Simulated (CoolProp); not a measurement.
Computed with CoolProp (reference Helmholtz-energy equation of state, Span 2000).

Question: Give the vapour pressure (bar), vapour density (kg/m³), liquid cp (kJ/(kg K)), surface tension (mN/m) of saturated nitrogen at -181.05, -176.75, -163.65 °C.

Answer: 
```
T (°C)   p (bar)  vapour density (kg/m³)  liquid cp (kJ/(kg K))  surface tension (mN/m)
-------  -------  ----------------------  ---------------------  ----------------------
-181.05     4.30                    17.8                   2.17                    5.67
-176.75     6.01                    24.7                   2.24                    4.80
-163.65     14.2                    60.6                   2.71                    2.33
```

Surface tension comes from a separate correlation (Mulero 2012).
